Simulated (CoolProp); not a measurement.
A Linde-Hampson liquefier for normal hydrogen: isothermal reversible compression at 250 K from 1 atm to 40 MPa, throttling to 1 atm, return gas leaving the recuperator 10 K below the feed. Each further row changes one setting.

Computed with CoolProp (reference Helmholtz-energy equation of state, Leachman 2009).

```csv
case,compression work (kJ/kg of gas)
as stated,6450
high pressure 80 MPa,7480
warm-end temperature 280 K,7200
warm-end gap 15 K,6450
```
